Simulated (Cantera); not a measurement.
An adiabatic, constant-pressure homogeneous reactor starts with 4.47 % CH4, 20.4 % O2, 75.2 % N2, at 1300 K and 970000 Pa.

Detailed kinetics in Cantera: GRI-Mech 3.0 (53 species, 325 reactions).

### Question
Predict: time of steepest temperature rise; temperature at 0.300 s; equilibrium temperature; x(O2) at 0.300 s; x(CO2) at 0.300 s; x(NO2) at 0.300 s; x(HO2) at 0.300 s; x(NO) at 0.300 s.

### Answer
```json
{
  "time_of_steepest_temperature_rise": "1.06 ms",
  "temperature at 0.300 s": "2211 K",
  "equilibrium_temperature": "2211 K",
  "x(O2) at 0.300 s": "0.109 (gas-phase equilibrium 0.109)",
  "x(CO2) at 0.300 s": "0.0444 (gas-phase equilibrium 0.0444)",
  "x(NO2) at 0.300 s": "2.54e-5 (gas-phase equilibrium 2.56e-5)",
  "x(HO2) at 0.300 s": "6.19e-6 (gas-phase equilibrium 6.19e-6)",
  "x(NO) at 0.300 s": "0.00906 (gas-phase equilibrium 0.00910)"
}
```
